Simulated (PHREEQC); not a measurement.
A column of 0.2 m (40 cells, dispersivity 0.007 m, 60 s a shift, diffusion coefficient 3e-10 m²/s) holds 0.54 eq of the database's cation exchanger X per kg of pore water, first in equilibrium with 0.0043 mol/kgw ZnCl2 and 1e-05 mol/kgw HCl. It is flushed with 0.047 mol MgSO4, 0.086 mol KCl, 0.013 mol CdCl2 and 1e-05 mol HCl per kg of water, at 25 °C. Values are for the last cell. The system is closed to CO2. Nothing may precipitate in this run.

Base run: PHREEQC, ion-association model, phreeqc.dat. Each further column changes one thing. The table gives K in solution (mol/kgw).

```tsv
pore volumes	base	exchange capacity from 0.54 to 0.27 eq/kgw	dispersivity from 0.007 to 0.014 m
0	0	0	0
1.012	2.51e-11	8.56e-7	4.96e-8
1.762	1.33e-5	0.00261	0.000240
2.763	0.00171	0.0333	0.00561
3.513	0.00888	0.0639	0.0163
4.513	0.0299	0.0821	0.0359
5.263	0.0498	0.0852	0.0506
6.263	0.0707	0.0859	0.0662
7.013	0.0792	0.0860	0.0741
8.012	0.0840	0.0860	0.0803
```
